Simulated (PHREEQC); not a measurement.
Dissolve 0.4 mmol/kgw K2CO3, 0.000136 mmol/kgw H4SiO4 and 0.56 mmol/kgw KH2PO4 at 36 °C. Closed to the air; pH follows from the charge balance.

Equilibrium calculation in PHREEQC: ion-association model, phreeqc.dat.

No solid was allowed to form.

**Question.** Order these P species by the share of P that they hold, largest first: KHPO4-, HPO4-2, H2PO4-.

**Answer.** HPO4-2 (74 %), H2PO4- (25 %), KHPO4- (0.16 %)

**Question.** Order these C species by the share of C that they hold, largest first: HCO3-, CO2, CO3-2.

**Answer.** HCO3- (95 %), CO2 (4.8 %), CO3-2 (0.24 %)

The pH is 7.58 and the ionic strength 0.00178 mol/kgw. Species that the database lacks are ignored. Constants without temperature data keep their 25 °C values here.
